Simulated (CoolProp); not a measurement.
R1234ze(Z) along the isobar 0.515 MPa: Z from the reference equation and from simpler models built on Tc = 423.3 K, pc = 3.531 MPa, ω = 0.327; each cubic takes its own stable root.

Model: reference Helmholtz-energy equation of state, Akasaka 2019, in CoolProp.

```csv
T (K),phase,reference
341.2,gas,0.8668
353.5,gas,0.8853
365.9,gas,0.9003
378.2,gas,0.9126
390.6,gas,0.9229
402.9,gas,0.9316
415.3,gas,0.9390
427.6,gas,0.9454
440,gas,0.9510
```

Problem. How far does each simpler model (Pitzer virial, Soave-Redlich-Kwong, Peng-Robinson) lie from the reference over these 9 states: mean and median of the absolute difference, and the worst?

Solution. 
- Pitzer virial: mean 1.2 %, median 1.0 %, worst +2.7 % at 341.2 K and 0.515 MPa
- Soave-Redlich-Kwong: mean 1.2 %, median 0.9 %, worst +2.7 % at 341.2 K and 0.515 MPa
- Peng-Robinson: mean 0.5 %, median 0.3 %, worst +1.9 % at 341.2 K and 0.515 MPa
